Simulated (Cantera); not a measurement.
An adiabatic, constant-pressure homogeneous reactor starts with 7.02 % CH₄, 7.02 % H₂, 18.5 % O₂, 64.7 % N₂, 2.81 % CO₂, equivalence ratio 0.95, at 1573 K and 1600000 Pa.

Detailed kinetics in Cantera: GRI-Mech 3.0 (53 species, 325 reactions). The pressure lies above the range GRI-Mech 3.0 was tuned for (to about 10 atm).

### Question
Predict: time of steepest temperature rise; temperature at 2.00 s; equilibrium temperature; x(H₂) at 2.00 s; x(O₂) at 2.00 s; x(H₂O) at 2.00 s; x(H₂O₂) at 2.00 s.

### Answer
```json
{
  "time_of_steepest_temperature_rise": "9.52 µs",
  "temperature at 2.00 s": "2945 K",
  "equilibrium_temperature": "2945 K",
  "x(H₂) at 2.00 s": "0.0124 (gas-phase equilibrium 0.0124)",
  "x(O₂) at 2.00 s": "0.0200 (gas-phase equilibrium 0.0200)",
  "x(H₂O) at 2.00 s": "0.188 (gas-phase equilibrium 0.188)",
  "x(H₂O₂) at 2.00 s": "1.69e-6 (gas-phase equilibrium 1.69e-6)"
}
```
